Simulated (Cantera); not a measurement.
# Ignition delay

Mixture: 10.3 % CH₄, 10.3 % H₂, 12.8 % O₂, 66.7 % N₂, at 9.00 bar, adiabatic and at constant volume. Ignition delay is the time to a rise of 400 K.

Model: GRI-Mech 3.0 (53 species, 325 reactions), integrated in Cantera.

```
T0 (K)  delay (ms)
------  ----------
1100          1.11
1175         0.363
1250         0.177
1325         0.102
1400        0.0633
1475        0.0403
1550        0.0262
1625        0.0173
```

The apparent activation energy between 1475 and 1625 K comes out as 110 kJ/mol.
